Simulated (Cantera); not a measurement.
Thermodynamics of silicon etching in halogen gases, feed Si + HBr + N2

Charge: 1 mol Si, 8.4 mol HBr, 4.5 mol N2, equilibrated at 1473 K.

Equilibrium computed with Cantera from the NASA thermochemical tables; the gas is ideal and each condensed phase is pure. Candidate condensed phases: Br2, Si, Si3N4; 28 gas species. N2 is the only nitrogen source here; it is nearly inert below about 1500 K, so the nitride shown seldom forms there in practice. The tables' values for SiBr3, SiBr are old estimates; treat these amounts as uncertain. Rates play no part.

From 1.00 Pa to 37.0 mbar nothing is condensed. From 0.190 bar to 1.00 bar the condensed part is Si3N4(s). The main Si-bearing gas is SiBr2 at 1.00 Pa and SiBr4 at 1.00 bar.

| P (Pa) | x HBr | x N2 | x Br | x H2 | x SiBr2 | x SiBr4 | n Si3N4(s) |
|---|---|---|---|---|---|---|---|
| 1 | 0.215 | 0.309 | 0.225 | 0.180 | 0.0682 | 1.43e-6 | 0 |
| 5.20 | 0.303 | 0.322 | 0.154 | 0.148 | 0.0711 | 1.88e-5 | 0 |
| 27 | 0.379 | 0.333 | 0.0934 | 0.121 | 0.0729 | 0.000191 | 0 |
| 140 | 0.429 | 0.341 | 0.0503 | 0.104 | 0.0720 | 0.00147 | 0 |
| 720 | 0.451 | 0.348 | 0.0238 | 0.0996 | 0.0646 | 0.00779 | 0 |
| 3700 | 0.441 | 0.357 | 0.00964 | 0.113 | 0.0469 | 0.0246 | 0 |
| 19000 | 0.436 | 0.362 | 0.00399 | 0.125 | 0.0196 | 0.0463 | 0.0341 |
| 100000 | 0.424 | 0.366 | 0.00162 | 0.136 | 0.00562 | 0.0611 | 0.0445 |
x: gas mole fraction; n: condensed amount in mol.
